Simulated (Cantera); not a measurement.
Cantera run:

```python
import numpy as np
import cantera as ct

gas_names = """
    OH H2 ZrO2
""".split()
cond_names = """
    Zr(a) Zr(b) Zr(L)
""".split()


# ... load() reads the species with a 1 bar reference pressure and builds the phases ...
species = {s.name: s for s in load("nasa_gas.yaml", gas_names) + load("nasa_condensed.yaml", cond_names)}
# Each term lists the table entries of one substance; the one whose range holds T is used.
reactions = {
    'Zr + 2 OH(g) = H2(g) + ZrO2(g)':
        [(-1, ['Zr(a)', 'Zr(b)', 'Zr(L)']), (-2, ['OH']), (1, ['H2']), (1, ['ZrO2'])],
}


def pick(names, T):
    return next(species[n] for n in names if species[n].thermo.min_temp <= T <= species[n].thermo.max_temp)


results = []
for label, terms in reactions.items():
    print(label)
    print("     T/K   dH/kJ  dS/(J/K)   dG/kJ   log10 K")
    for T in [1150, 1200, 1250, 1300, 1350, 1400, 1450, 1500, 1550, 1600, 1650]:
        used = [(nu, pick(names, T)) for nu, names in terms]
        dH = sum(nu * s.thermo.h(T) for nu, s in used) / 1e6
        dS = sum(nu * s.thermo.s(T) for nu, s in used) / 1e3
        dG = dH - T * dS / 1e3
        logK = -dG * 1e6 / (ct.gas_constant * T * np.log(10))
        results.append((label, T, dH, dS, dG, logK, [s.name for _, s in used]))
        print(f"{T:8g} {dH:8.1f} {dS:8.1f} {dG:8.1f} {logK:8.2f}")
```

Result:

```
Zr + 2 OH(g) = H2(g) + ZrO2(g)
     T/K   dH/kJ  dS/(J/K)   dG/kJ   log10 K
    1150   -373.4    -12.8   -358.6    16.29
    1200   -373.6    -13.0   -357.9    15.58
    1250   -373.8    -13.2   -357.3    14.93
    1300   -374.0    -13.4   -356.6    14.33
    1350   -374.2    -13.5   -356.0    13.77
    1400   -374.5    -13.7   -355.3    13.26
    1450   -374.8    -13.9   -354.6    12.77
    1500   -375.1    -14.1   -353.9    12.32
    1550   -375.4    -14.3   -353.2    11.90
    1600   -375.8    -14.6   -352.4    11.51
    1650   -376.1    -14.8   -351.7    11.13
```

Standard-state values (1 bar) from the NASA 1993 polynomials, evaluated with Cantera. Condensed species are held in their standard states even where they would react or evaporate.
